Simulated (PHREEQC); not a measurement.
Dissolve 7.7 mmol/kgw H2S at 25 °C. Closed to the air; pH follows from the charge balance.

All values are PHREEQC results (ion-association model, phreeqc.dat), not measurements.

No solid was allowed to form.

### Question
What pH, ionic strength does the model give?

### Answer
pH 4.53; ionic strength 2.98e-5 mol/kgw.

Species that the database lacks are ignored.
